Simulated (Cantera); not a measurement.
Input: 1 mol CH₃Cl, 0.025 mol Si, equilibrated at 2600 °C and 100 Torr.

These are equilibrium values from Cantera (NASA tables, ideal gas, pure condensed phases), not measurements of a reactor. The tables' values for SiCl, SiCl₃ are old estimates; treat these amounts as uncertain. Gases not in the tables: Si₂H₆ and higher silanes. Kinetics and transport are ignored.

```json
[
 {"species": "H₂", "before": "0.376", "after": "0.347"},
 {"species": "HCl", "before": "0.317", "after": "0.228"},
 {"species": "H", "before": "0.177", "after": "0.170"},
 {"species": "Si", "before": "0.00387", "after": "0.0660"},
 {"species": "SiC₂", "before": "0.00253", "after": "0.0431"},
 {"species": "SiCl", "before": "0.00114", "after": "0.0146"},
 {"species": "SiCl₂", "before": "0.00289", "after": "0.0277"},
 {"species": "Cl", "before": "0.102", "after": "0.0766"},
 {"species": "C₂H₂ (acetylene)", "before": "0.0159", "after": "0.0147"},
 {"species": "Si₃", "before": "2.33e-9", "after": "1.16e-5"},
 {"species": "Si₂C", "before": "2.36e-5", "after": "0.00688"},
 {"species": "Si₂", "before": "1.59e-6", "after": "0.000464"},
 {"species": "SiC", "before": "9.13e-6", "after": "0.000156"},
 {"species": "SiH", "before": "0.000139", "after": "0.00229"},
 {"species": "SiH₂", "before": "1.18e-5", "after": "0.000187"},
 {"species": "C(graphite), mol", "before": "0.900", "after": "0.658"}
]
```
Gas species are given as mole fractions.

Which change was made?
(A) temperature from 2600 °C to 1877 °C
(B) temperature from 2600 °C to 402 °C
(C) Si from 0.025 to 0.25 mol
(D) Si from 0.025 to 0.45 mol

D, Si from 0.025 to 0.45 mol
